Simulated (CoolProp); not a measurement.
Vapour pressure (MPa) of carbon monoxide: the reference equation beside estimates from Tc = 132.9 K, pc = 3.498 MPa, ω = 0.050. Clausius-Clapeyron is anchored at 107.1 K with a constant enthalpy of vaporisation of 4.720 kJ/mol.

The numbers come from the reference Helmholtz-energy equation of state, Lemmon 2006 in CoolProp. It is a short technical equation, of lower accuracy than the large ones.

```tsv
T (K)	reference	Lee-Kesler	Clausius-Clapeyron	Soave-Redlich-Kwong
91.4	0.2708	0.2711	0.3576	0.2708
93.6	0.3279	0.3284	0.4138	0.3284
95.9	0.3966	0.3971	0.4786	0.3977
98.1	0.4717	0.4722	0.5466	0.4736
100.4	(withheld)	0.5612	0.6241	0.5637
102.6	0.6566	0.6570	0.7045	(withheld)
104.8	0.7638	0.7640	0.7912	(withheld)
107.1	0.8888	0.8886	0.8888	0.8968
109.3	1.022	1.021	0.9889	1.032
111.6	1.175	1.173	1.101	1.187
113.8	1.336	1.334	1.214	1.351
116.1	1.521	1.519	1.340	1.539
118.3	1.715	1.712	1.468	1.736
120.5	1.926	1.922	1.602	1.949
122.8	2.166	2.162	1.750	2.191
```

Complete the blanks.


- 100.4, reference: 0.5607
- 102.6, Soave-Redlich-Kwong: 0.6609
- 104.8, Soave-Redlich-Kwong: 0.7698

Absolute difference from the reference over all 15 rows, mean and median: Lee-Kesler 0.1 and 0.1 %, Clausius-Clapeyron 13.2 and 11.9 %, Soave-Redlich-Kwong 0.8 and 0.9 %.
